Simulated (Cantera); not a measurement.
A perfectly stirred reactor is fed with C2H6 : H2 = 1 : 59 (molar parts), at 13.0 Pa; it is held at 1623 K, and followed from long to short residence time.

Computed with Cantera and GRI-Mech 3.0 (53 species, 325 reactions). GRI-Mech 3.0 stops at C3 and has no aromatics, soot or wall deposition, so with more carbon than oxygen in the feed, carbon stays in small species such as C2H2 where larger ones or solid carbon would form. Radical loss at walls, strong at low pressure, is not modelled.

Question: What does this change do: temperature 1623 to 1025 K?

Answer: 
```
quantity                 before     after
----------------------  -------  --------
x(C2H6) at τ = 28.0 s   1.40e-5    0.0138
x(H2) at τ = 28.0 s       0.974     0.983
x(C2H4) at τ = 28.0 s   7.72e-5   0.00232
x(CH2) at τ = 28.0 s    1.38e-6  2.75e-12
x(C2H2) at τ = 28.0 s   0.00943   4.25e-6
x(C2H6) at τ = 71.0 ms  0.00375    0.0167
x(H2) at τ = 71.0 ms      0.972     0.983
x(C2H4) at τ = 71.0 ms  0.00290   1.60e-8
x(CH2) at τ = 71.0 ms   3.76e-6    <1e-12
x(C2H2) at τ = 71.0 ms  0.00103    <1e-12
```

Question: What does this change do: C2H6 1 to 0.61 parts?

Answer: 
| quantity | before | after |
|---|---|---|
| x(C2H6) at τ = 28.0 s | 1.40e-5 | 8.88e-6 |
| x(H2) at τ = 28.0 s | 0.974 | 0.983 |
| x(C2H4) at τ = 28.0 s | 7.72e-5 | 4.50e-5 |
| x(CH2) at τ = 28.0 s | 1.38e-6 | 9.47e-7 |
| x(C2H2) at τ = 28.0 s | 0.00943 | 0.00523 |
| x(C2H6) at τ = 71.0 ms | 0.00375 | 0.00257 |
| x(H2) at τ = 71.0 ms | 0.972 | 0.982 |
| x(C2H4) at τ = 71.0 ms | 0.00290 | 0.00189 |
| x(CH2) at τ = 71.0 ms | 3.76e-6 | 2.02e-6 |
| x(C2H2) at τ = 71.0 ms | 0.00103 | 0.000555 |
